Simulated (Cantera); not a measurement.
An isothermal, constant-pressure homogeneous reactor starts with 17.5 % CH4, 82.5 % H2O, at 1625 K and 100000 Pa.

Cantera simulation using GRI-Mech 3.0 (53 species, 325 reactions); the numbers are that mechanism's predictions, not measurements.

Problem. Predict: x(CH4) at 4.00 s; x(H2O) at 4.00 s; x(H) at 4.00 s; x(H2) at 4.00 s; x(C2H6) at 4.00 s.

Solution. 
- x(CH4) at 4.00 s: 0.00493 (gas-phase equilibrium 1.76e-8)
- x(H2O) at 4.00 s: 0.460 (gas-phase equilibrium 0.447)
- x(H) at 4.00 s: 4.51e-5 (gas-phase equilibrium 4.62e-5)
- x(H2) at 4.00 s: 0.410 (gas-phase equilibrium 0.423)
- x(C2H6) at 4.00 s: 2.14e-7 (gas-phase equilibrium <1e-12)
